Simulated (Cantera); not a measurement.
What does this Cantera script print?

```python
import numpy as np
import cantera as ct

gas_names = """
    CL CL2 H HCL H2 Si SiCL SiCL2 SiCL3 SiCL4 SiH SiHCL3 SiH2 SiH2CL2 SiH3 SiH3CL SiH4 Si2 Si3
""".split()
cond_names = """
    Si(cr) Si(L)
""".split()


# ... load() reads the species with a 1 bar reference pressure and builds the phases ...
atoms = {
    'Si2Cl6': {'Si': 2, 'CL': 6},
    'HCl': {'H': 1, 'CL': 1},
    'H2': {'H': 2},
}
top_T = {}  # K; cautious upper limits of use, not melting points


# ... equilibrate(T, P, feed) seeds the gas with the atoms and calls Mixture.equilibrate('TP', solver="vcs", rtol=1e-11, max_steps=5000) ...
results = []
feed = {'Si2Cl6': 1, 'HCl': 2.4, 'H2': 15}  # mol
P = 1800  # Pa
for T in [1050, 1150, 1250, 1350, 1450, 1550, 1650]:
    mix = equilibrate(T, P, feed)
    results.append((T, P, feed, dict(zip(mix.species_names, mix.species_moles))))

top = {s: max(r[3][s] / sum(r[3][g] for g in gas_names) for r in results) for s in gas_names}
cols = sorted((s for s in top if top[s] > 0.0001), key=lambda s: -top[s])[:6]
seen = [c for c in cond_names if any(r[3].get(c, 0) > 1e-12 for r in results)]
print("log10 of partial pressures in bar; condensed amounts in mol")
print(f"{'T/K':>10s}" + "".join(f"{s[:9]:>10s}" for s in cols + seen))
for T, P, feed, n in results:
    ng = sum(n[g] for g in gas_names)
    print(f"{T:10.4g}" + "".join(f"{np.log10(max(n[s] / ng * P / 1e5, 1e-99)):10.3f}" for s in cols)
          + "".join(f"{n.get(c, 0):10.4g}" for c in seen))
```

Result:

```
log10 of partial pressures in bar; condensed amounts in mol
       T/K        H2       HCL     SiCL2     SiCL4    SiHCL3     SiCL3
      1050    -1.819    -3.059    -4.212    -2.815    -3.558    -4.143
      1150    -1.834    -2.839    -3.501    -2.933    -3.621    -3.736
      1250    -1.860    -2.631    -3.110    -3.175    -3.853    -3.570
      1350    -1.885    -2.500    -2.906    -3.596    -4.222    -3.600
      1450    -1.899    -2.445    -2.818    -4.163    -4.682    -3.772
      1550    -1.904    -2.425    -2.784    -4.763    -5.152    -3.996
      1650    -1.906    -2.418    -2.770    -5.325    -5.588    -4.218
```

Equilibrium computed with Cantera from the NASA thermochemical tables; the gas is ideal and each condensed phase is pure. The feed counts by its element totals alone. The tables' values for SiCl3, SiCl are old estimates; treat these amounts as uncertain.
